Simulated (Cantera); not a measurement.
**Equilibrium for hydrogen reduction and annealing atmospheres: TiO₂ + H₂ + H₂O**

Feed: 1 mol TiO₂, 3 mol H₂, 0.66 mol H₂O, at 26.0 Pa.

Equilibrium computed with Cantera from the NASA thermochemical tables; the gas is ideal and each condensed phase is pure. Candidate condensed phases: H₂O, Ti, TiO, TiO₂, Ti₂O₃, Ti₃O₅, Ti₄O₇; 12 gas species. Condensed phases not in the tables: Magnéli phases beyond Ti₄O₇. The numbers say what is thermodynamically allowed, not how fast it happens.

From 1623 K to 1923 K the condensed part is TiO₂(rutile). From 1998 K to 2148 K the condensed part is Ti₄O₇(l). The main Ti-bearing gas is TiO₂ throughout.

```tsv
T (K)	x H₂	x H₂O	x H	x OH	x TiO₂	n TiO₂(rutile)	n Ti₄O₇(l)
1623	0.816	0.180	0.00387	3.57e-5	1.63e-7	1.000	0
1698	0.812	0.179	0.00808	9.18e-5	1.21e-6	1.000	0
1773	0.805	0.179	0.0158	0.000218	7.61e-6	1.000	0
1848	0.793	0.177	0.0293	0.000481	4.09e-5	1.000	0
1923	0.773	0.175	0.0514	0.000998	0.000192	0.999	0
1998	0.680	0.235	0.0820	0.00282	0.000784	0	0.249
2073	0.637	0.224	0.130	0.00521	0.00240	0	0.248
2148	0.577	0.207	0.196	0.00908	0.00678	0	0.243
```
x: gas mole fraction; n: condensed amount in mol.
